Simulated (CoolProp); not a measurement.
A Linde-Hampson liquefier for ethane: isothermal reversible compression at 320 K from 1 atm to 40 MPa, throttling to 1 atm, return gas leaving the recuperator 2 K below the feed. Each further row changes one setting.

Model: reference Helmholtz-energy equation of state, Bücker 2006, in CoolProp.

| case | liquid yield per pass | compression work (kJ/kg of gas) |
|---|---|---|
| as stated | [?] | 414 |
| high pressure 80 MPa | [?] | [?] |
| warm-end temperature 350 K | [?] | [?] |
| warm-end gap 7 K | [?] | 414 |

### Question
What belongs in the gaps?

### Answer

- as stated, liquid yield per pass: 0.458
- high pressure 80 MPa, liquid yield per pass: 0.407
- high pressure 80 MPa, compression work (kJ/kg of gas): 499
- warm-end temperature 350 K, liquid yield per pass: 0.389
- warm-end temperature 350 K, compression work (kJ/kg of gas): 482
- warm-end gap 7 K, liquid yield per pass: 0.451
